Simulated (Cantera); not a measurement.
An isothermal, constant-pressure homogeneous reactor starts with 9.71 % NO, 90.3 % N₂, at 2100 K and 2670 Pa.

Cantera simulation using GRI-Mech 3.0 (53 species, 325 reactions); the numbers are that mechanism's predictions, not measurements. Radical loss at walls, strong at low pressure, is not modelled.

One state of this run: x NO = 0.00533; x N₂ = 0.948; x N₂O = 5.16e-8; x O = 0.00181; x NO₂ = 5.91e-7; x O₂ = 0.0449. x: mole fraction; the columns are a selection and need not sum to one.

Task: Which value of t (s) does it belong to?
A. 31.3
B. 3.06
C. 9.79
D. 0.300

Result: A, 31.3
